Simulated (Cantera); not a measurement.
Input (Python, Cantera):

```python
import numpy as np
import cantera as ct

gas = ct.Solution("h2o2.yaml")
gas.TPX = 323, 100000, {'H2': 1, 'O2': 0.2, 'N2': 0.78}
flame = ct.FreeFlame(gas, width=0.04)
flame.set_refine_criteria(ratio=3, slope=0.08, curve=0.16)
flame.transport_model = "mixture-averaged"
flame.solve(loglevel=0, auto=True)
z, T = flame.grid, flame.T
thick = (T[-1] - T[0]) / np.gradient(T, z).max()
show = ['H2', 'O2', 'O', 'HO2', 'H2O', 'H2O2']
print(f"laminar burning velocity  {flame.velocity[0] * 100:.3f} cm/s")
print(f"burnt temperature         {T[-1]:.1f} K")
print(f"thermal thickness         {thick * 1e3:.4f} mm")
print(f"grid points               {len(z)}")
z0 = z[flame.heat_release_rate.argmax()]
print(f"{'z/mm':>9s}{'T/K':>9s}{'u/(m/s)':>9s}" + "".join(f"{s:>11s}" for s in show))
rows = []
for k in (-3, -2, -1.5, -1, -0.5, -0.25, 0, 0.25, 0.5, 1, 2, 4, 8):
    zz = z0 + k * thick
    rows.append([k * thick, np.interp(zz, z, T), np.interp(zz, z, flame.velocity),
                 *(np.interp(zz, z, flame.X[gas.species_index(s)]) for s in show)])
    print(f"{rows[-1][0] * 1e3:9.3f}{rows[-1][1]:9.1f}{rows[-1][2]:9.3f}" + "".join(f"{x:11.3e}" for x in rows[-1][3:]))
```

It prints:

```
laminar burning velocity  289.562 cm/s
burnt temperature         1890.7 K
thermal thickness         0.3594 mm
grid points               126
     z/mm      T/K  u/(m/s)         H2         O2          O        HO2        H2O       H2O2
   -1.078    323.0    2.896  5.051e-01  1.010e-01  3.031e-13  1.187e-12  1.108e-11  1.156e-13
   -0.719    323.0    2.896  5.050e-01  1.010e-01  2.143e-11  1.636e-10  1.307e-09  1.645e-11
   -0.539    323.0    2.896  5.050e-01  1.010e-01  4.624e-10  6.651e-09  4.549e-08  6.793e-10
   -0.359    323.6    2.900  5.048e-01  1.011e-01  9.613e-09  2.559e-07  1.508e-06  2.663e-08
   -0.180    360.0    3.193  4.986e-01  1.019e-01  2.148e-06  1.430e-04  7.523e-04  1.599e-05
   -0.090    632.4    5.442  4.682e-01  9.597e-02  1.120e-04  2.695e-04  2.119e-02  7.363e-05
    0.000   1004.4    8.421  4.104e-01  7.373e-02  7.816e-04  9.600e-05  7.430e-02  1.053e-05
    0.090   1272.1   10.584  3.466e-01  3.673e-02  1.554e-03  3.955e-05  1.467e-01  7.903e-07
    0.180   1413.3   11.745  3.113e-01  1.181e-02  9.606e-04  1.216e-05  1.940e-01  3.404e-07
    0.359   1525.2   12.624  3.007e-01  9.741e-04  2.581e-04  9.326e-07  2.157e-01  1.646e-07
    0.719   1618.1   13.311  3.072e-01  6.464e-05  1.478e-04  6.673e-08  2.189e-01  1.141e-07
    1.438   1705.0   13.939  3.153e-01  2.811e-05  8.894e-05  3.237e-08  2.205e-01  6.747e-08
    2.876   1776.2   14.441  3.221e-01  1.368e-05  4.401e-05  1.731e-08  2.220e-01  3.346e-08
```

Cantera simulation using the H2/O2 subset of GRI-Mech 3.0, which has no nitrogen chemistry; the numbers are that mechanism's predictions, not measurements. Burning velocities carry a grid error of a few per cent, more on coarse grids.
